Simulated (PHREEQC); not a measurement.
## Geothermal or formation water (model solution)

A made-up water analysis in mg/kgw, 65 °C, pH 6.63, pe 11.7: Na 6040; K 0.501; Ca 179; Mg 820; Cl 9100; S(6) as SO4 3790; Alkalinity as HCO3 5.24; Li 1.52.

Cl is adjusted to close the charge balance.
Valence states are taken as typed.

Equilibrium calculation in PHREEQC: ion-association model, wateq4f.dat.

This is a speciation only: nothing precipitates in the calculation.

**Question.** What ionic strength, activity of water does the model give?

**Answer.** ionic strength 0.349 mol/kgw; activity of water 0.989.

**Question.** In which forms is K present?

**Answer.** K+ 95 %, KSO4- 4.7 % of the K.

At this temperature some constants are extrapolated from 25 °C, and those without enthalpy data are left unchanged.
